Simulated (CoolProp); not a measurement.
A closed Brayton cycle with carbon dioxide: compressor inlet 328.15 K and 9.9 MPa, high pressure 20.3 MPa, turbine inlet 755 K, compressor efficiency 0.89, turbine efficiency 0.85, recuperator effectiveness 0.8 (on enthalpy, no pinch check). Each further row changes one setting.

Computed with CoolProp (reference Helmholtz-energy equation of state, Span 1996).

```json
[
 {"case": "as stated", "thermal efficiency (%)": "___", "net work (kJ/kg)": "52.8", "compressor to turbine work": "0.36", "compressor exit (K)": "379.9", "turbine exit (K)": "676.4"},
 {"case": "turbine inlet 705 K", "thermal efficiency (%)": "22.0", "net work (kJ/kg)": "___", "compressor to turbine work": "0.39", "compressor exit (K)": "379.9", "turbine exit (K)": "___"},
 {"case": "compressor inlet 338.15 K", "thermal efficiency (%)": "22.3", "net work (kJ/kg)": "47.3", "compressor to turbine work": "0.43", "compressor exit (K)": "___", "turbine exit (K)": "676.4"},
 {"case": "high pressure 17.3 MPa", "thermal efficiency (%)": "20.6", "net work (kJ/kg)": "42.9", "compressor to turbine work": "___", "compressor exit (K)": "___", "turbine exit (K)": "693.6"},
 {"case": "recuperator effectiveness 0.5", "thermal efficiency (%)": "15.8", "net work (kJ/kg)": "52.8", "compressor to turbine work": "0.36", "compressor exit (K)": "379.9", "turbine exit (K)": "676.4"}
]
```

Task: What belongs in the gaps?

Result: 
- as stated, thermal efficiency (%): 23.1
- turbine inlet 705 K, net work (kJ/kg): 46.4
- turbine inlet 705 K, turbine exit (K): 629.1
- compressor inlet 338.15 K, compressor exit (K): 397.1
- high pressure 17.3 MPa, compressor to turbine work: 0.34
- high pressure 17.3 MPa, compressor exit (K): 368.3
